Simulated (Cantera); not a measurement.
Feed: 1 mol borazine, 16 mol N₂, 0.062 mol O₂, at 0.660 bar.

Method: chemical equilibrium by Gibbs-energy minimisation in Cantera with the NASA 1993 tables (ideal gas, pure condensed phases). Candidate condensed phases: B, BN, B₂O₃, B₃O₃H₃, H₂O; 39 gas species. The feed counts by its element totals alone. Mutual solubility and eutectic melting of coexisting phases are not modelled. Gases not in the tables: H₃BO₃. Equilibrium is a limit: real reactors are often held back by kinetics, nucleation or transport.

Question: At 1175 °C, list the 6 most abundant gas species with their mole fractions, and the condensed phases.

Answer: N₂ 0.842, H₂ 0.156, H₂O 0.00102, HBO₂ 0.000592, HBO 3.53e-5, B₂O₃ 1.09e-5. Condensed: BN(s) + B₂O₃(l).
